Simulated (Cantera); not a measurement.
A closed system holds: 1 mol CuO, 8.4 mol CO, 0.39 mol H2, equilibrated at 0.0133 bar.

Cantera equilibrium calculation (NASA polynomials, part measured and part estimated; ideal gas, pure solids and liquids). Candidate condensed phases: C, C6H6, C7H8, C8H18, Cu, CuO, Cu(OH)2, Cu2O, H2O; 113 gas species. Equilibrium is a limit: real reactors are often held back by kinetics, nucleation or transport.

**Question.** Which condensed phases are stable at each of these points (T (°C)): 702, 802, 902, 1002, 1102, 1202, 1302, 1402, 1502?

**Answer.** 
```
T (°C)  condensed phases  Cu condensed (%)
------  ----------------  ----------------
702                Cu(s)             100.0
802                Cu(s)             100.0
902                Cu(s)             100.0
1002               Cu(s)             100.0
1102               Cu(l)              99.9
1202               Cu(l)              99.6
1302               Cu(l)              98.2
1402               Cu(l)              92.4
1502               Cu(l)              72.4
```

From 702 °C to 1002 °C the condensed part is Cu(s). From 1102 °C to 1502 °C the condensed part is Cu(l).
